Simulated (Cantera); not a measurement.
An adiabatic, constant-volume homogeneous reactor starts with CH4 : C2H6 : C3H8 : O2 : N2 : H2O = 1 : 0.057 : 0.58 : 2.12 : 7.99 : 0.014 (molar parts), equivalence ratio 2.4, at 1175 K and 5.00 bar.

Detailed kinetics in Cantera: GRI-Mech 3.0 (53 species, 325 reactions). GRI-Mech 3.0 was tuned for natural gas; its chemistry of propane as a main component is partial and can be far from experiment.

**Question.** Predict: time of steepest temperature rise; temperature at 5.00 s; equilibrium temperature; x(CH4) at 5.00 s; x(H2) at 5.00 s; x(NO) at 5.00 s; x(HCO) at 5.00 s.

**Answer.** 
```
Property                                                            Result
---------------------------------  ---------------------------------------
time of steepest temperature rise                                  4.14 ms
temperature at 5.00 s                                               2400 K
equilibrium temperature                                             2400 K
x(CH4) at 5.00 s                   1.83e-8 (gas-phase equilibrium 2.05e-8)
x(H2) at 5.00 s                        0.212 (gas-phase equilibrium 0.212)
x(NO) at 5.00 s                    1.27e-5 (gas-phase equilibrium 1.27e-5)
x(HCO) at 5.00 s                   7.79e-7 (gas-phase equilibrium 7.79e-7)
```
